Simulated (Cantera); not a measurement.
Input: 1 mol ZrN, 0.011 mol H2, held at 1450 K and 750 Torr.

These are equilibrium values from Cantera (NASA tables, ideal gas, pure condensed phases), not measurements of a reactor. Candidate condensed phases: Zr, ZrN; 11 gas species. ZrN: taken at fixed stoichiometry. Equilibrium is a limit: real reactors are often held back by kinetics, nucleation or transport.

Base state: H2 1.000 (mole fractions); condensed: ZrN(s).

Q: What changes in the equilibrium state with this change: ZrN replaced by AlN?

A: 
```json
[
 {"species": "H2", "before": "1.000", "after": "1.000"},
 {"species": "ZrN(s), mol", "before": "1.00", "after": "0"},
 {"species": "AlN(s), mol", "before": "0", "after": "1.00"}
]
```
Further candidate phases: Al, AlN.
